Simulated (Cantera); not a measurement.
Hydrocarbon pyrolysis for carbon deposition

An isothermal, constant-pressure homogeneous reactor starts with C2H6 : N2 = 1 : 200 (molar parts), at 1350 K and 48.8 Torr.

Cantera simulation using GRI-Mech 3.0 (53 species, 325 reactions); the numbers are that mechanism's predictions, not measurements. GRI-Mech 3.0 stops at C3 and has no aromatics, soot or wall deposition, so with more carbon than oxygen in the feed, carbon stays in small species such as C2H2 where larger ones or solid carbon would form.

```tsv
t (s)	x C2H6	x CH2	x CH4	x H	x HCN	x C2H	x CH3
1.00e-5	0.00497	<1e-12	4.86e-10	4.17e-10	<1e-12	<1e-12	9.65e-7
8.18e-5	0.00497	1.73e-11	3.24e-8	1.49e-8	<1e-12	<1e-12	7.86e-6
0.000669	0.00494	9.29e-9	2.11e-6	1.30e-6	7.96e-12	<1e-12	6.11e-5
0.00547	0.00389	2.88e-7	0.000104	1.69e-5	8.52e-8	2.54e-10	0.000247
0.0447	0.000160	9.39e-8	0.000762	1.97e-5	3.67e-7	3.82e-9	5.76e-5
0.366	8.03e-7	9.12e-10	0.000798	2.35e-6	3.94e-7	7.36e-10	4.66e-6
2.99	7.34e-8	7.69e-11	0.000795	7.36e-7	3.94e-7	2.54e-10	1.35e-6
24.5	6.55e-8	7.09e-11	0.000776	7.25e-7	3.94e-7	2.53e-10	1.28e-6
200	4.68e-8	6.13e-11	0.000648	7.54e-7	3.98e-7	2.61e-10	1.09e-6
```
x: mole fraction; the columns are a selection and need not sum to one.

Equilibrium at this temperature and pressure: C2H6 8.43e-12, CH2 <1e-12, CH4 6.87e-6, H 9.34e-7, HCN 0.00895, C2H 2.84e-11, CH3 1.29e-8 (gas phase only).
